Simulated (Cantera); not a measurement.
What does this Cantera script print?

```python
import numpy as np
import cantera as ct

gas = ct.Solution("gri30.yaml")
gas.TPX = 375, 32000, {'CH4': 1, 'C2H6': 0.87, 'C3H8': 0.16, 'O2': 4.5, 'N2': 21.6}
flame = ct.FreeFlame(gas, width=0.089)
flame.set_refine_criteria(ratio=3, slope=0.08, curve=0.16)
flame.transport_model = "mixture-averaged"
flame.solve(loglevel=0, auto=True)
z, T = flame.grid, flame.T
thick = (T[-1] - T[0]) / np.gradient(T, z).max()
show = ['CH4', 'C2H6', 'C3H8', 'CO', 'N2O', 'CH2CO']
print(f"laminar burning velocity  {flame.velocity[0] * 100:.3f} cm/s")
print(f"burnt temperature         {T[-1]:.1f} K")
print(f"thermal thickness         {thick * 1e3:.4f} mm")
print(f"grid points               {len(z)}")
z0 = z[flame.heat_release_rate.argmax()]
print(f"{'z/mm':>9s}{'T/K':>9s}{'u/(m/s)':>9s}" + "".join(f"{s:>11s}" for s in show))
rows = []
for k in (-3, -2, -1.5, -1, -0.5, -0.25, 0, 0.25, 0.5, 1, 2, 4, 8):
    zz = z0 + k * thick
    rows.append([k * thick, np.interp(zz, z, T), np.interp(zz, z, flame.velocity),
                 *(np.interp(zz, z, flame.X[gas.species_index(s)]) for s in show)])
    print(f"{rows[-1][0] * 1e3:9.3f}{rows[-1][1]:9.1f}{rows[-1][2]:9.3f}" + "".join(f"{x:11.3e}" for x in rows[-1][3:]))
```

Output:

```
laminar burning velocity  37.763 cm/s
burnt temperature         1902.1 K
thermal thickness         1.4757 mm
grid points               152
     z/mm      T/K  u/(m/s)        CH4       C2H6       C3H8         CO        N2O      CH2CO
   -4.427    375.3    0.379  3.546e-02  3.086e-02  5.677e-03  6.740e-06  1.387e-13  3.413e-09
   -2.951    379.4    0.384  3.522e-02  3.073e-02  5.656e-03  1.106e-04  3.799e-12  1.234e-07
   -2.214    393.3    0.400  3.478e-02  3.053e-02  5.628e-03  4.855e-04  2.168e-11  8.129e-07
   -1.476    496.4    0.511  3.250e-02  2.921e-02  5.479e-03  3.832e-03  2.927e-10  1.500e-05
   -0.738    941.7    0.997  2.345e-02  1.948e-02  3.796e-03  2.299e-02  2.755e-09  2.023e-04
   -0.369   1310.3    1.413  1.499e-02  8.093e-03  1.302e-03  4.341e-02  5.895e-09  4.923e-04
    0.000   1630.6    1.782  5.109e-03  5.351e-04  2.904e-05  6.348e-02  9.265e-09  3.657e-04
    0.369   1772.0    1.939  6.554e-04  3.035e-06  1.278e-08  6.758e-02  9.716e-09  4.370e-05
    0.738   1808.1    1.973  5.162e-05  1.153e-08  9.874e-13  6.317e-02  7.959e-09  2.538e-06
    1.476   1825.2    1.985  4.093e-07  1.204e-12  4.667e-19  5.706e-02  5.343e-09  3.432e-08
    2.951   1838.9    1.995  3.636e-10  6.870e-18  6.164e-26  5.444e-02  4.066e-09  7.608e-11
    5.903   1855.4    2.011  2.127e-13  2.902e-21  2.673e-32  5.436e-02  3.348e-09  4.716e-14
   11.806   1874.6    2.030  1.478e-14  2.844e-25  2.026e-37  5.473e-02  2.628e-09  3.750e-17
```

Cantera simulation using GRI-Mech 3.0 (53 species, 325 reactions); the numbers are that mechanism's predictions, not measurements. Burning velocities carry a grid error of a few per cent, more on coarse grids.
